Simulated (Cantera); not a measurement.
An isothermal, constant-pressure homogeneous reactor starts with 7.56 % H2, 28.0 % O2, 64.4 % N2, at 1300 K and 20.0 Torr.

Model: GRI-Mech 3.0 (53 species, 325 reactions), integrated in Cantera. Radical loss at walls, strong at low pressure, is not modelled. The temperature is held fixed by assumption; the heat of reaction is taken as removed at once.

x: mole fraction; the columns are a selection and need not sum to one.

| t (s) | x H2 | x O2 | x NO | x H | x H2O | x H2O2 | x N2O |
|---|---|---|---|---|---|---|---|
| 4.00e-6 | 0.0756 | 0.280 | <1e-12 | 8.59e-10 | 2.47e-12 | <1e-12 | <1e-12 |
| 1.75e-5 | 0.0756 | 0.280 | <1e-12 | [?] | 1.74e-10 | <1e-12 | <1e-12 |
| 7.61e-5 | 0.0756 | 0.280 | <1e-12 | 1.80e-8 | 9.76e-9 | 1.76e-11 | <1e-12 |
| 0.000332 | 0.0756 | 0.280 | <1e-12 | 1.02e-6 | 1.61e-6 | 3.23e-10 | <1e-12 |
| 0.00145 | 0.00545 | 0.236 | 1.44e-7 | 0.0252 | 0.0548 | 1.63e-7 | 2.84e-9 |
| 0.00632 | 0.00317 | 0.238 | 2.02e-6 | 0.0171 | 0.0624 | 1.41e-7 | 8.10e-9 |
| 0.0276 | 0.00131 | 0.246 | 4.24e-6 | 0.00395 | 0.0731 | 1.45e-7 | 1.24e-8 |
| 0.120 | [?] | 0.251 | 4.55e-6 | [?] | 0.0779 | [?] | [?] |
| 0.525 | 7.35e-6 | 0.252 | 4.56e-6 | 1.58e-6 | 0.0785 | 1.23e-8 | 3.41e-8 |
| 2.29 | 8.42e-7 | 0.252 | 4.56e-6 | 6.21e-8 | 0.0786 | 2.40e-9 | 3.45e-8 |
| 10.0 | 1.59e-7 | 0.252 | 4.56e-6 | 5.12e-9 | 0.0786 | 5.88e-10 | 2.32e-8 |

### Question
Fill in the missing entries.

### Answer

- 1.75e-5, x H: 3.48e-9
- 0.120, x H2: 0.000115
- 0.120, x H: 9.74e-5
- 0.120, x H2O2: 6.18e-8
- 0.120, x N2O: 2.49e-8
